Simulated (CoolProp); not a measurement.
Properties of n-nonane at several states.

Values from CoolProp's reference Helmholtz-energy equation of state, Lemmon 2006. It is a short technical equation, of lower accuracy than the large ones.

```
T (°C)  p (kPa)   phase        Z  cp (kJ/(kg K))  speed of sound (m/s)
------  -------  ------  -------  --------------  --------------------
240.25     1650  liquid  0.09563           3.167                 461.5
243.15     55.4     gas   0.9855           2.578                 182.8
152.45    10000  liquid   0.5792           2.698                 854.0
```
